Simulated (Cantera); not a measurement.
## Adiabatic ignition

An adiabatic, constant-volume homogeneous reactor starts with CH4 : H2 : O2 : N2 = 1 : 0.24 : 2.06 : 7.75 (molar parts), equivalence ratio 1.0, at 1125 K and 100000 Pa.

Detailed kinetics in Cantera: GRI-Mech 3.0 (53 species, 325 reactions).

| t (s) | T (K) | P (bar) | x CH4 | x H2 | x O2 | x H2O2 | x O | x N2O |
|---|---|---|---|---|---|---|---|---|
| 1.00e-6 | 1125 | 1.00 | 0.0905 | 0.0217 | 0.186 | <1e-12 | 4.31e-12 | <1e-12 |
| 3.03e-6 | 1125 | 1.00 | 0.0905 | 0.0217 | 0.186 | <1e-12 | 1.64e-11 | <1e-12 |
| 9.20e-6 | 1125 | 1.00 | 0.0905 | 0.0217 | 0.186 | 3.48e-12 | 2.83e-11 | <1e-12 |
| 2.79e-5 | 1125 | 1.00 | 0.0905 | 0.0217 | 0.186 | 3.21e-11 | 4.16e-11 | <1e-12 |
| 8.47e-5 | 1125 | 1.00 | 0.0905 | 0.0217 | 0.186 | 2.92e-10 | 8.70e-11 | <1e-12 |
| 0.000257 | 1125 | 1.00 | 0.0905 | 0.0217 | 0.186 | 2.63e-9 | 3.03e-10 | <1e-12 |
| 0.000779 | 1125 | 1.00 | 0.0905 | 0.0217 | 0.186 | 2.78e-8 | 3.01e-9 | <1e-12 |
| 0.00236 | 1126 | 1.00 | 0.0903 | 0.0217 | 0.186 | 7.62e-7 | 9.64e-8 | 2.56e-11 |
| 0.00717 | 1140 | 1.01 | 0.0886 | 0.0213 | 0.185 | 4.08e-6 | 1.52e-7 | 2.52e-10 |
| 0.0217 | 2817 | 2.59 | <1e-12 | 0.0195 | 0.0149 | 4.16e-7 | 0.00443 | 7.77e-7 |
| 0.0659 | 2817 | 2.59 | <1e-12 | 0.0195 | 0.0149 | 4.16e-7 | 0.00443 | 7.77e-7 |
| 0.200 | 2817 | 2.59 | <1e-12 | 0.0195 | 0.0149 | 4.16e-7 | 0.00443 | 7.77e-7 |
x: mole fraction; the columns are a selection and need not sum to one.

The time of steepest temperature rise is 13.2 ms. The temperature at 0.200 s comes out as 2817 K and the equilibrium temperature is 2817 K. The x(CH4) at 0.200 s is <1e-12 (gas-phase equilibrium <1e-12), the x(H2) at 0.200 s comes out as 0.0195 (gas-phase equilibrium 0.0195) and the x(O2) at 0.200 s is 0.0149 (gas-phase equilibrium 0.0149).
